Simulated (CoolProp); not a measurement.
The numbers come from the reference Helmholtz-energy equation of state, de Vries 1995 in CoolProp.

Give the vapour pressure (kPa), vapour density (kg/m³), enthalpy of vaporisation (kJ/kg), liquid viscosity (µPa s) of saturated R124 at 29.45, 43.55, 61.25 °C.


```tsv
T (°C)	p (kPa)	vapour density (kg/m³)	enthalpy of vaporisation (kJ/kg)	liquid viscosity (µPa s)
29.45	438	27.0	144	235
43.55	654	40.2	135	199
61.25	1030	64.2	122	160
```

Viscosity comes from a separate model (Bell 2016), an estimate that may be off by 10 % or more.
